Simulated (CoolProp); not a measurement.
A simple Rankine cycle with toluene: condensing at 318.15 K, boiler at 2.62 MPa, turbine inlet 619 K, turbine efficiency 0.75, pump efficiency 0.8, no recuperator. Each further row changes one setting.

Values from CoolProp's reference Helmholtz-energy equation of state, Lemmon 2006. It is a short technical equation, of lower accuracy than the large ones.

| case | thermal efficiency (%) | net work (kJ/kg) | heat in (kJ/kg) | turbine exit temperature (K) | volume ratio over the turbine |
|---|---|---|---|---|---|
| as stated | 21.6 | 189 | 873 | [?] | 278 |
| condensing temperature 310.15 K | 22.5 | [?] | [?] | 495.3 | 396 |
| boiler pressure 1.83 MPa | 20.6 | [?] | [?] | [?] | 181 |
| turbine efficiency 0.65 | 18.7 | [?] | 873 | 515.2 | 286 |

### Question
What belongs in the gaps?

### Answer

- as stated, turbine exit temperature (K): 501.5
- condensing temperature 310.15 K, net work (kJ/kg): 200
- condensing temperature 310.15 K, heat in (kJ/kg): 887
- boiler pressure 1.83 MPa, net work (kJ/kg): 183
- boiler pressure 1.83 MPa, heat in (kJ/kg): 891
- boiler pressure 1.83 MPa, turbine exit temperature (K): 513.5
- turbine efficiency 0.65, net work (kJ/kg): 163
